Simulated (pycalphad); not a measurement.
All values are pycalphad results on the COST 507 light-alloy database (1999) (1 atm), not direct measurements. No gas phase is included, though pure Mg would boil below 1650 K. The database dates from 1999; later assessments differ in places, in temperatures and in the compounds included. Kinetics are ignored, which matters at the lower temperatures.

Molar enthalpy of Mg-3.96Si-0.35Al (at.%) in equilibrium (SER reference):

| T (K) | H (kJ/mol) | phases |
|---|---|---|
| 1650 | 50.21 | liquid |
| 1550 | 46.81 | liquid |
| 1450 | 43.41 | liquid |
| 1350 | 40.00 | liquid |
| 1250 | 36.60 | liquid |
| 1150 | 33.20 | liquid |
| 1100 | 31.50 | liquid |
| 1050 | 29.80 | liquid |
| 950 | 24.68 | liquid + MG2SI |
| 900 | 14.19 | hcp + MG2SI |
| 850 | 12.65 | hcp + MG2SI |
| 750 | 9.65 | hcp + MG2SI |
| 650 | 6.77 | hcp + MG2SI |
| 550 | 3.99 | hcp + MG2SI |
| 450 | 1.31 | hcp + MG2SI |
| 350 | -1.26 | hcp + MG2SI |

Cooling from 1050 K to 900 K, across the freezing range, releases 15.6 kJ/mol, or 638 J/g. The slope is 34 J/(mol K) in the liquid and 31 J/(mol K) just below the solidus, where it includes any heat of precipitation. Liquidus 1029 K, solidus 905 K. Changes were sought between steps of 50 K, so a narrower field can be missed.

Database names, with the compositions (at.%) that they take in these runs: MG2SI: Mg 67 Si 33.
